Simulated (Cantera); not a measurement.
A closed system holds: 1 mol Fe2O3, 6.5 mol Cl2, at 5500 Pa.

Method: chemical equilibrium by Gibbs-energy minimisation in Cantera with the NASA 1993 tables (ideal gas, pure condensed phases). Candidate condensed phases: Fe, FeCl2, FeCl3, FeO, Fe2O3, Fe3O4; 13 gas species. Kinetics and transport are ignored.

x: gas mole fraction; n: condensed amount in mol.

| T (°C) | x Cl2 | x Cl | x FeCl3 | x O2 | x FeCl2 | x ClO | n Fe2O3(s) |
|---|---|---|---|---|---|---|---|
| 902 | 0.618 | 0.0121 | 0.185 | 0.159 | 0.0258 | … | 0.259 |
| 952 | 0.515 | 0.0187 | 0.214 | 0.200 | 0.0518 | … | 0.0364 |
| 1002 | 0.496 | 0.0297 | 0.196 | 0.203 | 0.0741 | … | 0 |
| 1052 | 0.489 | 0.0461 | 0.170 | 0.199 | 0.0954 | … | 0 |
| 1102 | 0.478 | 0.0688 | 0.142 | 0.194 | 0.117 | … | 0 |
| 1152 | 0.459 | 0.0993 | 0.116 | 0.189 | 0.136 | … | 0 |
| 1202 | 0.434 | 0.138 | 0.0921 | 0.183 | 0.152 | … | 0 |
| 1252 | 0.401 | 0.186 | 0.0713 | 0.177 | 0.164 | … | 0 |
| 1302 | 0.361 | 0.242 | 0.0539 | 0.170 | 0.172 | … | 0 |
| 1352 | 0.316 | 0.305 | 0.0399 | 0.162 | 0.177 | … | 0 |
| 1402 | 0.267 | 0.370 | 0.0290 | 0.155 | 0.178 | … | 0 |
| 1452 | 0.218 | 0.435 | 0.0207 | 0.148 | 0.177 | 0.000751 | 0 |
| 1502 | 0.172 | 0.496 | 0.0146 | 0.142 | 0.175 | 0.000798 | 0 |
| 1552 | 0.131 | 0.548 | 0.0103 | 0.136 | 0.172 | 0.000827 | 0 |

Q: Fill in the missing entries.

A: 
- 902, x ClO: 4.69e-5
- 952, x ClO: 7.35e-5
- 1002, x ClO: 0.000108
- 1052, x ClO: 0.000152
- 1102, x ClO: 0.000208
- 1152, x ClO: 0.000275
- 1202, x ClO: 0.000352
- 1252, x ClO: 0.000437
- 1302, x ClO: 0.000525
- 1352, x ClO: 0.000610
- 1402, x ClO: 0.000687
